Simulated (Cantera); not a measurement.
An isothermal, constant-pressure homogeneous reactor starts with 3.29 % CH₄, 96.7 % H₂, 0.0116 % N₂, at 2275 K and 18.0 Torr.

Cantera simulation using GRI-Mech 3.0 (53 species, 325 reactions); the numbers are that mechanism's predictions, not measurements. GRI-Mech 3.0 stops at C3 and has no aromatics, soot or wall deposition, so with more carbon than oxygen in the feed, carbon stays in small species such as C2H2 where larger ones or solid carbon would form. Radical loss at walls, strong at low pressure, is not modelled.

### Question
Predict: x(CH₄) at 1.00 s; x(H₂) at 1.00 s; x(CH₂) at 1.00 s; x(C₂H) at 1.00 s; x(H) at 1.00 s; x(HCN) at 1.00 s.

### Answer
* **x(CH₄) at 1.00 s**: 9.69e-6 (gas-phase equilibrium 9.70e-6)
* **x(H₂) at 1.00 s**: 0.931 (gas-phase equilibrium 0.931)
* **x(CH₂) at 1.00 s**: 8.84e-7 (gas-phase equilibrium 8.88e-7)
* **x(C₂H) at 1.00 s**: 3.73e-5 (gas-phase equilibrium 3.71e-5)
* **x(H) at 1.00 s**: 0.0532 (gas-phase equilibrium 0.0533)
* **x(HCN) at 1.00 s**: 2.32e-7 (gas-phase equilibrium 0.000209)
